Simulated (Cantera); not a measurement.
Input (Python, Cantera) and output of one run.

```python
import numpy as np
import cantera as ct

gas_names = """
    CL CL2 H HCL H2 Si SiCL SiCL2 SiCL3 SiCL4 SiH SiHCL3 SiH2 SiH2CL2 SiH3 SiH3CL SiH4 Si2 Si3
""".split()
cond_names = """
    Si(cr) Si(L)
""".split()


# ... load() reads the species with a 1 bar reference pressure and builds the phases ...
atoms = {
    'SiCl4': {'Si': 1, 'CL': 4},
    'Cl2': {'CL': 2},
    'H2': {'H': 2},
}
top_T = {}  # K; cautious upper limits of use, not melting points


# ... equilibrate(T, P, feed) seeds the gas with the atoms and calls Mixture.equilibrate('TP', solver="vcs", rtol=1e-11, max_steps=5000) ...
results = []
feed = {'SiCl4': 1, 'Cl2': 0.75, 'H2': 10}  # mol
P = 400000  # Pa
for T in [998, 1048, 1098, 1148, 1198, 1248, 1298, 1348]:
    mix = equilibrate(T, P, feed)
    results.append((T, P, feed, dict(zip(mix.species_names, mix.species_moles))))

top = {s: max(r[3][s] / sum(r[3][g] for g in gas_names) for r in results) for s in gas_names}
cols = sorted((s for s in top if top[s] > 0.001), key=lambda s: -top[s])[:5]
seen = [c for c in cond_names if any(r[3].get(c, 0) > 1e-12 for r in results)]
print("log10 of partial pressures in bar; condensed amounts in mol")
print(f"{'T/K':>10s}" + "".join(f"{s[:9]:>10s}" for s in cols + seen))
for T, P, feed, n in results:
    ng = sum(n[g] for g in gas_names)
    print(f"{T:10.4g}" + "".join(f"{np.log10(max(n[s] / ng * P / 1e5, 1e-99)):10.3f}" for s in cols)
          + "".join(f"{n.get(c, 0):10.4g}" for c in seen))
```

Output:

```
log10 of partial pressures in bar; condensed amounts in mol
       T/K        H2       HCL     SiCL4    SiHCL3     SiCL3
       998     0.496    -0.280    -0.486    -1.868    -3.887
      1048     0.495    -0.275    -0.494    -1.714    -3.465
      1098     0.494    -0.269    -0.505    -1.578    -3.088
      1148     0.493    -0.261    -0.518    -1.462    -2.749
      1198     0.491    -0.252    -0.535    -1.362    -2.447
      1248     0.489    -0.241    -0.556    -1.279    -2.178
      1298     0.487    -0.227    -0.582    -1.213    -1.940
      1348     0.484    -0.211    -0.615    -1.166    -1.734
```

Method: chemical equilibrium by Gibbs-energy minimisation in Cantera with the NASA 1993 tables (ideal gas, pure condensed phases). The tables' values for SiCl3 are old estimates; treat these amounts as uncertain.
